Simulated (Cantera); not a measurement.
**Thermodynamics of thermal oxidation and active oxidation of silicon, feed Si + H2O + H2**

A closed system holds: 1 mol Si, a varied amount of H2O, 240 mol H2, held at 1100 °C and 0.780 bar.

Equilibrium computed with Cantera from the NASA thermochemical tables; the gas is ideal and each condensed phase is pure. Candidate condensed phases: H2O, Si, SiO2; 18 gas species. Mutual solubility and eutectic melting of coexisting phases are not modelled. The tables hold silica as quartz up to 1696 K and as liquid above; real silica turns to tridymite and cristobalite and melts near 1996 K. The numbers say what is thermodynamically allowed, not how fast it happens.

| n(H2O) (mol) | x H2 | x H2O | x SiO | x H | x SiH4 | n Si(s) | n SiO2(β-quartz) |
|---|---|---|---|---|---|---|---|
| 0.33 | 1.000 | 7.47e-7 | 5.29e-5 | 3.78e-6 | 6.75e-7 | 0.829 | 0.159 |
| 0.41 | 1.000 | 7.47e-7 | 5.29e-5 | 3.78e-6 | 6.75e-7 | 0.789 | 0.199 |
| 0.52 | 1.000 | 7.47e-7 | 5.29e-5 | 3.78e-6 | 6.75e-7 | 0.734 | 0.254 |
| 0.66 | 1.000 | 7.47e-7 | 5.29e-5 | 3.78e-6 | 6.75e-7 | 0.663 | 0.324 |
| 0.84 | 1.000 | 7.47e-7 | 5.29e-5 | 3.78e-6 | 6.75e-7 | 0.573 | 0.414 |
| 1.1 | 1.000 | 7.47e-7 | 5.29e-5 | 3.78e-6 | 6.75e-7 | 0.443 | 0.544 |
| 1.3 | 1.000 | 7.47e-7 | 5.29e-5 | 3.78e-6 | 6.75e-7 | 0.343 | 0.644 |
| 1.7 | 1.000 | 7.47e-7 | 5.29e-5 | 3.78e-6 | 6.75e-7 | 0.143 | 0.844 |
| 2.2 | 0.999 | 0.000826 | 4.78e-8 | 3.78e-6 | <1e-12 | 0 | 1.000 |
| 2.7 | 0.997 | 0.00288 | 1.37e-8 | 3.77e-6 | <1e-12 | 0 | 1.000 |
| 3.5 | 0.994 | 0.00616 | 6.38e-9 | 3.77e-6 | <1e-12 | 0 | 1.000 |
x: gas mole fraction; n: condensed amount in mol.

From 0.33 mol H2O to 1.7 mol H2O the condensed part is Si(s) + SiO2(β-quartz). From 2.2 mol H2O to 3.5 mol H2O the condensed part is SiO2(β-quartz).
